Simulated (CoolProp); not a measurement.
A single-stage vapour-compression cycle with the fluid: evaporating at 315.15 K (dew point), condensing at 339.15 K (bubble point), superheat 8 K, subcooling 8 K, compressor efficiency 0.75, no pressure losses. The same conditions are run with several fluids, on thermodynamics alone (safety and materials aside).

Values from CoolProp's reference Helmholtz-energy equation of state of each fluid (R124: de Vries 1995; n-heptane: Span 2003; R227EA: Lemmon 2016; R114: Platzer 1990; isobutane: Bücker 2006; trans-2-butene: Lemmon 2005). The equations of Platzer and Polt are older, rougher fits.

```json
[
 {"fluid": "R124", "cooling COP": "[?]", "pressure ratio": "1.83", "discharge temperature (K)": "[?]", "refrigerating effect (kJ/kg)": "124", "volumetric capacity (kJ/m³)": "[?]"},
 {"fluid": "n-heptane", "cooling COP": "9.62", "pressure ratio": "2.61", "discharge temperature (K)": "343.0", "refrigerating effect (kJ/kg)": "331", "volumetric capacity (kJ/m³)": "[?]"},
 {"fluid": "R227EA", "cooling COP": "8.78", "pressure ratio": "1.83", "discharge temperature (K)": "343.7", "refrigerating effect (kJ/kg)": "88.6", "volumetric capacity (kJ/m³)": "5030"},
 {"fluid": "R114", "cooling COP": "9.29", "pressure ratio": "1.88", "discharge temperature (K)": "344.4", "refrigerating effect (kJ/kg)": "111", "volumetric capacity (kJ/m³)": "2770"},
 {"fluid": "isobutane", "cooling COP": "9.18", "pressure ratio": "1.78", "discharge temperature (K)": "346.4", "refrigerating effect (kJ/kg)": "283", "volumetric capacity (kJ/m³)": "3910"},
 {"fluid": "trans-2-butene", "cooling COP": "9.36", "pressure ratio": "1.86", "discharge temperature (K)": "349.6", "refrigerating effect (kJ/kg)": "338", "volumetric capacity (kJ/m³)": "3020"}
]
```

### Question
Some entries are withheld; supply them.

### Answer

- R124, cooling COP: 9.10
- R124, discharge temperature (K): 348.2
- R124, volumetric capacity (kJ/m³): 4560
- n-heptane, volumetric capacity (kJ/m³): 168
